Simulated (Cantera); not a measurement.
Feed: 1 mol SiH2Cl2, 0.62 mol C2H4, 1.8 mol H2, equilibrated at 1.10 mbar.

Method: chemical equilibrium by Gibbs-energy minimisation in Cantera with the NASA 1993 tables (ideal gas, pure condensed phases). Candidate condensed phases: C, C6H6, C7H8, C8H18, Si, SiC; 109 gas species. The tables' values for SiCl3 are old estimates; treat these amounts as uncertain. Equilibrium is a limit: real reactors are often held back by kinetics, nucleation or transport. All values below are at 1102 °C.

Base state: H2 0.607, HCl 0.389, SiCl2 0.00308, SiCl3 0.000306, SiCl4 0.000140, H 8.05e-5, Cl 4.27e-5, SiHCl3 1.39e-5 (mole fractions); condensed: C(graphite) + SiC(s).

Task: What changes in the equilibrium state with this change: SiH2Cl2 replaced by Si(CH3)4?

Result: 
```csv
species,before,after
H2,0.607,1.000
H,8.05e-5,0.000103
HCl,0.389,0
SiCl2,0.00308,0
SiCl3,0.000306,0
SiCl4,0.000140,0
Cl,4.27e-5,0
SiHCl3,1.39e-5,0
"C(graphite), mol",0.258,4.24
"SiC(s), mol",0.982,1.00
```
